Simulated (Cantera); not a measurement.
A closed system holds: 1 mol BCl3, 1.5 mol H2O, 22 mol N2, 39 mol H2, equilibrated at 13.0 mbar.

Points: T (K) = 750, 800, 850, 900, 950, 1000, 1050, 1100, 1150, 1200, 1250, 1300, 1350, 1400.

Cantera's Mixture.equilibrate('TP', solver="vcs", rtol=1e-11, max_steps=5000) on the NASA tables stopped like this:

```
3.435e-01  HCL 4.689e-02
   condensed (mol): BN(s) 0.04108  B2O3(L) 0.4788
T = 1100 K  P = 1300 Pa  gas = 63.98 mol
   x: H2 6.086e-01  N2 3.435e-01  HCL 4.689e-02
   condensed (mol): BN(s) 0.04082  B2O3(L) 0.4781
T = 1150 K  P = 1300 Pa  gas = 63.98 mol
   x: H2 6.086e-01  N2 3.435e-01  HCL 4.689e-02
   condensed (mol): BN(s) 0.04115  B2O3(L) 0.476
T = 1200 K  P = 1300 Pa  gas = 63.99 mol
   x: H2 6.085e-01  N2 3.435e-01  HCL 4.688e-02
   condensed (mol): BN(s) 0.04256  B2O3(L) 0.4714
T = 1250 K  P = 1300 Pa  gas = 63.99 mol
   x: H2 6.084e-01  N2 3.434e-01  HCL 4.688e-02
   condensed (mol): BN(s) 0.04572  B2O3(L) 0.4624
ERROR: FAILURE its = 5001!

*******************************************************************************
CanteraError thrown by MultiPhase::equilibrate:
VCS solver failed. Return code: -1
*******************************************************************************
```

**Question.** What got this run through?

**Answer.** Several could match; the one computed here: The failure is numerical, not chemical. The same input converged with solver="gibbs", rtol=1e-10, max_steps=50000, and the result passed a check of the equilibrium conditions:
```
T = 750 K  P = 1300 Pa  gas = 63.98 mol
   x: H2 6.086e-01  N2 3.435e-01  HCL 4.689e-02  H2O 1.009e-03
   condensed (mol): BN(s) 0.04305  B2O3(L) 0.4784
T = 800 K  P = 1300 Pa  gas = 63.98 mol
   x: H2 6.086e-01  N2 3.435e-01  HCL 4.689e-02  H2O 1.015e-03
   condensed (mol): BN(s) 0.0433  B2O3(L) 0.4783
T = 850 K  P = 1300 Pa  gas = 63.98 mol
   x: H2 6.086e-01  N2 3.435e-01  HCL 4.689e-02  H2O 1.012e-03
   condensed (mol): BN(s) 0.04317  B2O3(L) 0.4784
T = 900 K  P = 1300 Pa  gas = 63.98 mol
   x: H2 6.086e-01  N2 3.435e-01  HCL 4.689e-02  H2O 1.002e-03
   condensed (mol): BN(s) 0.04277  B2O3(L) 0.4786
T = 950 K  P = 1300 Pa  gas = 63.98 mol
   x: H2 6.086e-01  N2 3.435e-01  HCL 4.689e-02
   condensed (mol): BN(s) 0.04222  B2O3(L) 0.4788
T = 1000 K  P = 1300 Pa  gas = 63.98 mol
   x: H2 6.086e-01  N2 3.435e-01  HCL 4.689e-02
   condensed (mol): BN(s) 0.04161  B2O3(L) 0.479
T = 1050 K  P = 1300 Pa  gas = 63.98 mol
   x: H2 6.086e-01  N2 3.435e-01  HCL 4.689e-02
   condensed (mol): BN(s) 0.04108  B2O3(L) 0.4788
T = 1100 K  P = 1300 Pa  gas = 63.98 mol
   x: H2 6.086e-01  N2 3.435e-01  HCL 4.689e-02
   condensed (mol): BN(s) 0.04082  B2O3(L) 0.4781
T = 1150 K  P = 1300 Pa  gas = 63.98 mol
   x: H2 6.086e-01  N2 3.435e-01  HCL 4.689e-02
   condensed (mol): BN(s) 0.04115  B2O3(L) 0.476
T = 1200 K  P = 1300 Pa  gas = 63.99 mol
   x: H2 6.085e-01  N2 3.435e-01  HCL 4.688e-02
   condensed (mol): BN(s) 0.04256  B2O3(L) 0.4714
T = 1250 K  P = 1300 Pa  gas = 63.99 mol
   x: H2 6.084e-01  N2 3.434e-01  HCL 4.688e-02
   condensed (mol): BN(s) 0.04572  B2O3(L) 0.4624
T = 1300 K  P = 1300 Pa  gas = 64 mol
   x: H2 6.081e-01  N2 3.433e-01  HCL 4.686e-02
   condensed (mol): BN(s) 0.05143  B2O3(L) 0.4455
T = 1350 K  P = 1300 Pa  gas = 64.03 mol
   x: H2 6.075e-01  N2 3.431e-01  HCL 4.683e-02  HBO2 1.387e-03
   condensed (mol): BN(s) 0.0604  B2O3(L) 0.4148
T = 1400 K  P = 1300 Pa  gas = 64.07 mol
   x: H2 6.065e-01  N2 3.428e-01  HCL 4.677e-02  HBO2 2.336e-03
   condensed (mol): BN(s) 0.07273  B2O3(L) 0.3592
```

The gas is ideal and each condensed phase is pure. N2 is the only nitrogen source here; it is nearly inert below about 1500 K, so the nitride shown seldom forms there in practice. Mutual solubility and eutectic melting of coexisting phases are not modelled. The tables' values for BOCl are old estimates; treat these amounts as uncertain.
